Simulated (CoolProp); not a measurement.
Vapour-liquid equilibrium of carbon monoxide (1) + methane (2) at -161.75 °C; x and y are mole fractions of (1).

Computed with CoolProp (multi-fluid Helmholtz-energy mixture model, Lemmon 2006 and Setzmann 1991; pair parameters Kunz 2012).

| x | bubble pressure (bar) | y at the bubble point | dew pressure at overall composition x (bar) | liquid density (mol/L) |
|---|---|---|---|---|
| 0.05 | 1.583 | 0.392 | 1.041 | 26.28 |
| 0.125 | 2.508 | 0.635 | 1.126 | 26.16 |
| 0.2 | 3.445 | 0.749 | 1.225 | 26.03 |
| 0.275 | 4.363 | 0.813 | 1.344 | 25.88 |
| 0.35 | 5.240 | 0.855 | 1.488 | 25.70 |
| 0.425 | 6.061 | 0.883 | 1.666 | 25.50 |
| 0.5 | 6.825 | 0.904 | 1.893 | 25.27 |
| 0.575 | 7.536 | 0.921 | 2.191 | 25.02 |
| 0.65 | 8.209 | 0.935 | 2.600 | 24.72 |
| 0.725 | 8.866 | 0.948 | 3.194 | 24.39 |
| 0.8 | 9.533 | 0.960 | 4.134 | 24.02 |
| 0.875 | 10.24 | 0.973 | 5.807 | 23.60 |
| 0.95 | 11.03 | 0.988 | 8.990 | 23.13 |

No azeotrope shows between x = 0.05 and 0.95.

The pair parameters rest on a limited set of measurements; away from them the model extrapolates. The gap from Raoult's law changes sign with composition, which may be real or a fault of the pair parameters; it wasn't checked against measurements.
